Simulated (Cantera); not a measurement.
Input: 1 mol Al(CH3)3, 5.7 mol NH3, 23 mol N2, 4.1 mol H2O, equilibrated at 0.00133 bar.

Cantera equilibrium calculation (NASA polynomials, part measured and part estimated; ideal gas, pure solids and liquids). Candidate condensed phases: Al, AlN, Al2O3, C, C6H6, C7H8, C8H18, H2O; 148 gas species. The feed counts by its element totals alone. Mutual solubility and eutectic melting of coexisting phases are not modelled. Rates play no part. All values below are at 1450 °C.

Base state: N2 0.559, H2 0.371, CO 0.0651, H 0.00304, Al 0.00124, Al2O 0.000300, AlH 1.57e-5, HCN 1.20e-5 (mole fractions); condensed: AlN(s) + Al2O3(s).

Problem. What changes in the equilibrium state with this change: H2O from 4.1 to 20 mol?

Solution. 
```json
[
 {"species": "N2", "before": "0.559", "after": "0.417"},
 {"species": "H2", "before": "0.371", "after": "0.291"},
 {"species": "H2O", "before": "2.16e-6", "after": "0.241"},
 {"species": "CO", "before": "0.0651", "after": "0.0392"},
 {"species": "Al", "before": "0.00124", "after": "<1e-9"},
 {"species": "Al2O", "before": "0.000300", "after": "<1e-9"},
 {"species": "OH", "before": "<1e-9", "after": "0.000122"},
 {"species": "CO2", "before": "1.08e-7", "after": "0.00923"},
 {"species": "AlH", "before": "1.57e-5", "after": "<1e-9"},
 {"species": "AlN(s), mol", "before": "0.190", "after": "0"},
 {"species": "Al2O3(s), mol", "before": "0.362", "after": "0.500"}
]
```
